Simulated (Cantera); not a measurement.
## NO annealing gas

An isothermal, constant-pressure homogeneous reactor starts with 38.5 % NO, 61.5 % N2, at 1550 K and 0.0267 bar.

Computed with Cantera and GRI-Mech 3.0 (53 species, 325 reactions). Radical loss at walls, strong at low pressure, is not modelled.

```
t (s)      x NO   x N2     x NO2      x O2      x O    x N2O
--------  -----  -----  --------  --------  -------  -------
2.00e-5   0.385  0.615    <1e-12    <1e-12  1.35e-9  1.35e-9
0.000150  0.385  0.615  4.21e-11    <1e-12  1.01e-8  1.01e-8
0.00112   0.385  0.615   2.32e-9  3.97e-11  7.38e-8  7.60e-8
0.00843   0.385  0.615   1.14e-7   2.08e-9  4.60e-7  5.67e-7
0.0632    0.385  0.615   2.93e-6   1.38e-7  1.37e-6  4.10e-6
0.474     0.385  0.615   1.86e-5   1.06e-5  2.47e-6  2.35e-5
3.56      0.384  0.616   2.57e-5  0.000210  3.16e-6  4.80e-5
26.7      0.381  0.617   3.39e-5   0.00182  3.79e-6  4.73e-5
200       0.358  0.629   6.70e-5    0.0133  6.58e-6  4.08e-5
```
x: mole fraction; the columns are a selection and need not sum to one.

Equilibrium at this temperature and pressure: NO 0.00151, N2 0.807, NO2 1.08e-6, O2 0.192, O 2.11e-5, N2O 1.50e-8 (gas phase only).
